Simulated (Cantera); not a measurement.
Input (Python, Cantera) and output of one run.

```python
import numpy as np
import cantera as ct

gas_names = """
    H H2 H2S Ni NiS S SH S2 S8
""".split()
cond_names = """
    Ni(cr) Ni(L) NiS(b) NiS(a) NiS(L) NiS2(s) NiS2(L) Ni3S2(I) Ni3S2(II) Ni3S2(L) Ni3S4(s) S(cr1) S(cr2)
    S(L)
""".split()


# ... load() reads the species with a 1 bar reference pressure and builds the phases ...
atoms = {
    'NiS': {'Ni': 1, 'S': 1},
    'H2': {'H': 2},
}
top_T = {'Ni3S4(s)': 620}  # K; cautious upper limits of use, not melting points


# ... equilibrate(T, P, feed) seeds the gas with the atoms and calls Mixture.equilibrate('TP', solver="vcs", rtol=1e-11, max_steps=5000) ...
results = []
feed = {'NiS': 1, 'H2': 38}  # mol
P = 133.322  # Pa
for T in [625, 700, 775, 850, 925, 1000, 1075, 1150, 1225, 1300, 1375, 1450, 1525]:
    mix = equilibrate(T, P, feed)
    results.append((T, P, feed, dict(zip(mix.species_names, mix.species_moles))))

top = {s: max(r[3][s] / sum(r[3][g] for g in gas_names) for r in results) for s in gas_names}
cols = sorted((s for s in top if top[s] > 0.0001), key=lambda s: -top[s])[:8]
seen = [c for c in cond_names if any(r[3].get(c, 0) > 1e-12 for r in results)]
print("log10 of partial pressures in bar; condensed amounts in mol")
print(f"{'T/K':>10s}" + "".join(f"{s[:9]:>10s}" for s in cols + seen))
for T, P, feed, n in results:
    ng = sum(n[g] for g in gas_names)
    print(f"{T:10.4g}" + "".join(f"{np.log10(max(n[s] / ng * P / 1e5, 1e-99)):10.3f}" for s in cols)
          + "".join(f"{n.get(c, 0):10.4g}" for c in seen))
```

It prints:

```
log10 of partial pressures in bar; condensed amounts in mol
       T/K        H2       H2S        S2        SH         H         S    Ni(cr)  Ni3S2(I) Ni3S2(II)  Ni3S2(L)
       625    -2.879    -4.932   -13.944   -13.843   -17.009   -21.878         0    0.3333         0         0
       700    -2.879    -4.932   -12.365   -12.382   -15.037   -19.165         0    0.3333         0         0
       775    -2.879    -4.932   -11.084   -11.201   -13.443   -16.971         0    0.3333         0         0
       850    -2.879    -4.932   -10.024   -10.226   -12.128   -15.161         0         0    0.3333         0
       925    -2.879    -4.932    -9.133    -9.408   -11.024   -13.641         0         0    0.3333         0
      1000    -2.879    -4.932    -8.373    -8.712   -10.084   -12.347         0         0    0.3333         0
      1075    -2.879    -4.934    -7.720    -8.114    -9.273   -11.232         0         0         0    0.3333
      1150    -2.879    -4.938    -7.157    -7.597    -8.567   -10.266         0         0         0    0.3333
      1225    -2.879    -4.951    -6.680    -7.151    -7.946    -9.425         0         0         0    0.3333
      1300    -2.879    -4.930    -6.192    -6.724    -7.396    -8.649    0.0658         0         0    0.3114
      1375    -2.880    -4.871    -5.675    -6.303    -6.905    -7.915    0.2801         0         0    0.2399
      1450    -2.883    -4.822    -5.217    -5.930    -6.466    -7.260    0.7212         0         0   0.09267
      1525    -2.884    -4.882    -5.013    -5.696    -6.068    -6.773     0.996         0         0         0
```

Method: chemical equilibrium by Gibbs-energy minimisation in Cantera with the NASA 1993 tables (ideal gas, pure condensed phases). Metal and sulfide melt together well below either melting point, which pure phases cannot show. Mutual solubility and eutectic melting of coexisting phases are not modelled. Gases not in the tables: S3 to S7.
